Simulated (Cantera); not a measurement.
## Si₂Cl₆ + HCl + N₂ (silicon epitaxy and polysilicon growth)

Feed: 1 mol Si₂Cl₆, a varied amount of HCl, 7.2 mol N₂, held at 1250 K and 0.100 bar.

Equilibrium computed with Cantera from the NASA thermochemical tables; the gas is ideal and each condensed phase is pure. Candidate condensed phases: NH₄Cl, Si, Si₃N₄; 28 gas species. The feed counts by its element totals alone. N₂ is the only nitrogen source here; it is nearly inert below about 1500 K, so the nitride shown seldom forms there in practice. The tables' values for SiCl₃ are old estimates; treat these amounts as uncertain. Rates play no part.

From 0.05 mol HCl to 0.69 mol HCl the condensed part is Si₃N₄(s). The main Si-bearing gas is SiCl₄ throughout.

```csv
n(HCl) (mol),x N₂,x SiCl₄,x HCl,x SiCl₃,x H₂,n Si₃N₄(s)
0.05,0.815,0.175,0.00586,0.00357,2.22e-5,0.163
0.11,0.809,0.174,0.0127,0.00355,0.000105,0.163
0.18,0.803,0.172,0.0204,0.00354,0.000272,0.163
0.24,0.797,0.171,0.0268,0.00352,0.000472,0.163
0.31,0.791,0.170,0.0340,0.00351,0.000766,0.162
0.37,0.786,0.169,0.0400,0.00350,0.00107,0.162
0.44,0.780,0.168,0.0468,0.00348,0.00147,0.161
0.5,0.775,0.167,0.0524,0.00347,0.00185,0.160
0.56,0.770,0.166,0.0579,0.00346,0.00227,0.160
0.63,0.764,0.165,0.0641,0.00345,0.00280,0.159
0.69,0.759,0.164,0.0693,0.00344,0.00328,0.158
```
x: gas mole fraction; n: condensed amount in mol.
